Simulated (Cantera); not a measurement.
What does this Cantera script print?

```python
import numpy as np
import cantera as ct

gas_names = """
    C CO CO2 C2 C2O C3 C3O2 C4 C5 O O2 O3 Ti TiO TiO2
""".split()
cond_names = """
    C(gr) Ti(a) Ti(b) Ti(L) TiC(s) TiC(L) TiO(a) TiO(b) TiO(L) TiO2(ru) TiO2(L) Ti2O3(a) Ti2O3(b)
    Ti2O3(L) Ti3O5(a) Ti3O5(b) Ti3O5(L) Ti4O7(s) Ti4O7(L)
""".split()


# ... load() reads the species with a 1 bar reference pressure and builds the phases ...
atoms = {
    'TiO2': {'Ti': 1, 'O': 2},
    'C': {'C': 1},
    'CO': {'C': 1, 'O': 1},
}
top_T = {'C(gr)': 4500}  # K; cautious upper limits of use, not melting points


# ... equilibrate(T, P, feed) seeds the gas with the atoms and calls Mixture.equilibrate('TP', solver="vcs", rtol=1e-11, max_steps=5000) ...
results = []
feed = {'TiO2': 1, 'C': 0.35, 'CO': 0.021}  # mol
for P in [10, 42, 180, 750, 3200, 13000, 56000, 240000, 1000000]:
    for T in [1098, 1173, 1248, 1323, 1398, 1473, 1548, 1623, 1698]:
        mix = equilibrate(T, P, feed)
        results.append((T, P, feed, dict(zip(mix.species_names, mix.species_moles))))

for T, P, feed, n in results:
    print(f"{T:7g} {P:10.4g}  " + (" + ".join(c for c in cond_names if n.get(c, 0) > 1e-12) or "gas only"))
```

Output:

```
   1098         10  Ti2O3(b) + Ti3O5(b)
   1173         10  Ti2O3(b) + Ti3O5(b)
   1248         10  Ti2O3(b) + Ti3O5(b)
   1323         10  Ti2O3(b) + Ti3O5(b)
   1398         10  Ti2O3(b) + Ti3O5(b)
   1473         10  Ti2O3(b) + Ti3O5(b)
   1548         10  Ti2O3(b) + Ti3O5(b)
   1623         10  Ti2O3(b) + Ti3O5(b)
   1698         10  Ti2O3(b) + Ti3O5(b)
   1098         42  C(gr) + Ti3O5(b)
   1173         42  Ti2O3(b) + Ti3O5(b)
   1248         42  Ti2O3(b) + Ti3O5(b)
   1323         42  Ti2O3(b) + Ti3O5(b)
   1398         42  Ti2O3(b) + Ti3O5(b)
   1473         42  Ti2O3(b) + Ti3O5(b)
   1548         42  Ti2O3(b) + Ti3O5(b)
   1623         42  Ti2O3(b) + Ti3O5(b)
   1698         42  Ti2O3(b) + Ti3O5(b)
   1098        180  C(gr) + Ti4O7(s)
   1173        180  C(gr) + Ti3O5(b)
   1248        180  Ti2O3(b) + Ti3O5(b)
   1323        180  Ti2O3(b) + Ti3O5(b)
   1398        180  Ti2O3(b) + Ti3O5(b)
   1473        180  Ti2O3(b) + Ti3O5(b)
   1548        180  Ti2O3(b) + Ti3O5(b)
   1623        180  Ti2O3(b) + Ti3O5(b)
   1698        180  Ti2O3(b) + Ti3O5(b)
   1098        750  C(gr) + TiO2(ru)
   1173        750  C(gr) + Ti4O7(s)
   1248        750  C(gr) + Ti3O5(b)
   1323        750  Ti2O3(b) + Ti3O5(b)
   1398        750  Ti2O3(b) + Ti3O5(b)
   1473        750  Ti2O3(b) + Ti3O5(b)
   1548        750  Ti2O3(b) + Ti3O5(b)
   1623        750  Ti2O3(b) + Ti3O5(b)
   1698        750  Ti2O3(b) + Ti3O5(b)
   1098       3200  C(gr) + TiO2(ru)
   1173       3200  C(gr) + TiO2(ru)
   1248       3200  C(gr) + Ti4O7(s)
   1323       3200  C(gr) + Ti3O5(b)
   1398       3200  TiC(s) + Ti3O5(b)
   1473       3200  Ti2O3(b) + Ti3O5(b)
   1548       3200  Ti2O3(b) + Ti3O5(b)
   1623       3200  Ti2O3(b) + Ti3O5(b)
   1698       3200  Ti2O3(b) + Ti3O5(b)
   1098    1.3e+04  C(gr) + TiO2(ru)
   1173    1.3e+04  C(gr) + TiO2(ru)
   1248    1.3e+04  C(gr) + TiO2(ru)
   1323    1.3e+04  C(gr) + Ti4O7(s)
   1398    1.3e+04  C(gr) + Ti3O5(b)
   1473    1.3e+04  TiC(s) + Ti3O5(b)
   1548    1.3e+04  Ti2O3(b) + Ti3O5(b)
   1623    1.3e+04  Ti2O3(b) + Ti3O5(b)
   1698    1.3e+04  Ti2O3(b) + Ti3O5(b)
   1098    5.6e+04  C(gr) + TiO2(ru)
   1173    5.6e+04  C(gr) + TiO2(ru)
   1248    5.6e+04  C(gr) + TiO2(ru)
   1323    5.6e+04  C(gr) + TiO2(ru)
   1398    5.6e+04  C(gr) + Ti4O7(s)
   1473    5.6e+04  C(gr) + Ti3O5(b)
   1548    5.6e+04  C(gr) + Ti3O5(b)
   1623    5.6e+04  Ti2O3(b) + Ti3O5(b)
   1698    5.6e+04  Ti2O3(b) + Ti3O5(b)
   1098    2.4e+05  C(gr) + TiO2(ru)
   1173    2.4e+05  C(gr) + TiO2(ru)
   1248    2.4e+05  C(gr) + TiO2(ru)
   1323    2.4e+05  C(gr) + TiO2(ru)
   1398    2.4e+05  C(gr) + TiO2(ru)
   1473    2.4e+05  C(gr) + Ti4O7(s)
   1548    2.4e+05  C(gr) + Ti3O5(b)
   1623    2.4e+05  C(gr) + Ti3O5(b)
   1698    2.4e+05  TiC(s) + Ti3O5(b)
   1098      1e+06  C(gr) + TiO2(ru)
   1173      1e+06  C(gr) + TiO2(ru)
   1248      1e+06  C(gr) + TiO2(ru)
   1323      1e+06  C(gr) + TiO2(ru)
   1398      1e+06  C(gr) + TiO2(ru)
   1473      1e+06  C(gr) + TiO2(ru)
   1548      1e+06  C(gr) + Ti4O7(s)
   1623      1e+06  C(gr) + Ti3O5(b)
   1698      1e+06  C(gr) + Ti3O5(b)
```

Method: chemical equilibrium by Gibbs-energy minimisation in Cantera with the NASA 1993 tables (ideal gas, pure condensed phases). Mutual solubility and eutectic melting of coexisting phases are not modelled. TiC: taken at fixed stoichiometry. Condensed phases not in the tables: Magnéli phases beyond Ti4O7.
